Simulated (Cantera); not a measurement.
A freely propagating, adiabatic, planar premixed flame of H₂ : O₂ : N₂ : H₂O = 1 : 0.5 : 1.88 : 0.12 (molar parts), equivalence ratio 1.0, unburnt at 575 K and 5.00 bar; mixture-averaged transport, grid criteria slope 0.08 and curve 0.16, no radiation.

Cantera simulation using the H2/O2 subset of GRI-Mech 3.0, which has no nitrogen chemistry; the numbers are that mechanism's predictions, not measurements. The hydrogen kinetics of GRI-Mech 3.0 are dated; newer H2 mechanisms differ, most at raised pressure. Burning velocities carry a grid error of a few per cent, more on coarse grids.

What does this change do: inlet temperature 575 to 400 K?


```tsv
quantity	before	after
laminar burning velocity	567 cm/s	269 cm/s
thermal thickness	0.0569 mm	0.0526 mm
peak x(H)	0.0263	0.0184
peak x(H₂O₂)	9.44e-5	0.000159
peak x(HO₂)	0.00108	0.00118
```

What does this change do: O2 0.5 to 0.38 parts?


| quantity | before | after |
|---|---|---|
| laminar burning velocity | 567 cm/s | 528 cm/s |
| thermal thickness | 0.0569 mm | 0.0573 mm |
| peak x(H) | 0.0263 | 0.0302 |
| peak x(H₂O₂) | 9.44e-5 | 7.72e-5 |
| peak x(HO₂) | 0.00108 | 0.000912 |
